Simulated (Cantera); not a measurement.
**Reactions in the system Ba-Cl-F-H**

Source: NASA polynomial tables (part measured, part estimated), evaluated in Cantera. Values are per mole of reaction as written; species without (g) are pure solids or liquids, kept so even where they would boil at 1 bar.

BaF2 + 2 HCl(g) = Cl2(g) + 2 HF(g) + Ba

```json
[
 {"T (K)": "1175", "ΔH° (kJ)": "840.6", "ΔS° (J/K)": "150.1", "ΔG° (kJ)": "664.2", "log10 K": "-29.53"},
 {"T (K)": "1225", "ΔH° (kJ)": "838.0", "ΔS° (J/K)": "147.9", "ΔG° (kJ)": "656.8", "log10 K": "-28.00"},
 {"T (K)": "1275", "ΔH° (kJ)": "835.2", "ΔS° (J/K)": "145.7", "ΔG° (kJ)": "649.4", "log10 K": "-26.61"},
 {"T (K)": "1325", "ΔH° (kJ)": "832.3", "ΔS° (J/K)": "143.5", "ΔG° (kJ)": "642.2", "log10 K": "-25.32"},
 {"T (K)": "1375", "ΔH° (kJ)": "829.5", "ΔS° (J/K)": "141.4", "ΔG° (kJ)": "635.1", "log10 K": "-24.13"}
]
```
